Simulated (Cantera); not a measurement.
Charge: 1 mol B2H6, 0.85 mol H2O, 0.26 mol O2, held at 1300 °C and 0.100 bar.

Equilibrium computed with Cantera from the NASA thermochemical tables; the gas is ideal and each condensed phase is pure. Candidate condensed phases: B, B2O3, B3O3H3, H2O; 23 gas species. The feed counts by its element totals alone. Mutual solubility and eutectic melting of coexisting phases are not modelled. The tables' values for BH2 are old estimates; treat these amounts as uncertain. Kinetics and transport are ignored.

Base state: H2 0.969, HBO 0.0237, B2O2 0.00356, B3O3H3 0.00205, B2O3 0.000900, HBO2 0.000694, H 0.000127, BO 7.28e-5 (mole fractions); condensed: B(s) + B2O3(l).

Task: What changes in the equilibrium state with this change: H2O from 0.85 to 5.7 mol?

Result: 
```
species         before     after
------------  --------  --------
H2               0.969     0.604
H2O            2.39e-5     0.315
HBO2          0.000694    0.0797
HBO             0.0237  0.000129
B3O3H3         0.00205     <1e-9
(HBO2)3          <1e-9  0.000217
B2O2           0.00356   1.69e-7
BH2            1.97e-5     <1e-9
B(s), mol         1.04         0
B2O3(l), mol     0.403     0.627
```
Gases not in the tables: H3BO3.
